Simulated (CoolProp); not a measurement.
The numbers come from the reference Helmholtz-energy equation of state, Thol 2018 in CoolProp.

Q: Give the vapour pressure (bar), liquid density (kg/m³), vapour density (kg/m³) of saturated hydrogen chloride at 293.2 K.

A: 
```tsv
T (K)	p (bar)	liquid density (kg/m³)	vapour density (kg/m³)
293.2	42.3	837	98.8
```
